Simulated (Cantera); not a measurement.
**Silicon carbide growth: CH3SiCl3 + HCl + H2**

Charge: 1 mol CH3SiCl3, 0.54 mol HCl, 63 mol H2, equilibrated at 1000 °C and 21000 Pa.

Cantera equilibrium calculation (NASA polynomials, part measured and part estimated; ideal gas, pure solids and liquids). Candidate condensed phases: C, C6H6, C7H8, C8H18, Si, SiC; 109 gas species. The feed counts by its element totals alone. The tables' values for SiCl3 are old estimates; treat these amounts as uncertain. Rates play no part.

| Quantity | Result |
|---|---|
| x(H2) | 0.947 |
| x(HCl) | 0.0523 |
| x(CH4) | 0.000306 |
| x(SiCl2) | 0.000111 |
| x(SiCl4) | 8.73e-5 |
| x(SiHCl3) | 6.32e-5 |
| x(SiCl3) | 3.84e-5 |
| x(SiH2Cl2) | 6.33e-6 |
| x(H) | 1.52e-6 |
| n(SiC(s)) | 0.980 mol |
| gas amount | 66.51 mol |
| log10 activity of C(graphite) (absent) | -0.76 |
| log10 activity of Si(s) (absent) | -1.83 |
